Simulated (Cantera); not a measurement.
Charge: 1 mol Si₃N₄, 0.25 mol Si, 0.064 mol H₂, at 2023.15 K and 0.000440 bar.

Method: chemical equilibrium by Gibbs-energy minimisation in Cantera with the NASA 1993 tables (ideal gas, pure condensed phases). Candidate condensed phases: Si, Si₃N₄; 18 gas species. The tables' values for SiN are old estimates; treat these amounts as uncertain. Kinetics and transport are ignored.

Base state: N₂ 0.834, Si 0.130, H₂ 0.0202, H 0.0129, Si₂ 0.00142, Si₂N 0.000786, SiN 0.000612, Si₃ 0.000301 (mole fractions); condensed: Si(l).

Problem. What changes in the equilibrium state with this change: temperature from 2023.15 K to 2673.15 K?

Solution. 
```csv
species,before,after
Si,0.130,0.603
N₂,0.834,0.372
H,0.0129,0.0236
H₂,0.0202,9.32e-5
N,5.47e-8,3.81e-5
Si₃,0.000301,9.22e-7
"Si(l), mol",2.92,0
```
